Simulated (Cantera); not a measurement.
Charge: 1 mol CH3OH, 0.14 mol CO2, held at 1627 °C and 0.713 Torr.

Method: chemical equilibrium by Gibbs-energy minimisation in Cantera with the NASA 1993 tables (ideal gas, pure condensed phases). The numbers say what is thermodynamically allowed, not how fast it happens.

```csv
species,before,after
CO2,0.00556,0.455
CO,0.354,0.312
H2O,0.0385,0.194
H2,0.582,0.0316
H,0.0196,0.00458
O2,7.80e-8,0.000671
O,2.70e-6,0.000251
OH,0.000107,0.00231
```
Gas species are given as mole fractions.

Question: What was changed between the two runs?
A. CO2 from 0.14 to 1.6 mol
B. CO2 from 0.14 to 5.7 mol
C. CH3OH replaced by C2H4
D. CO2 from 0.14 to 0.021 mol

Answer: B, CO2 from 0.14 to 5.7 mol
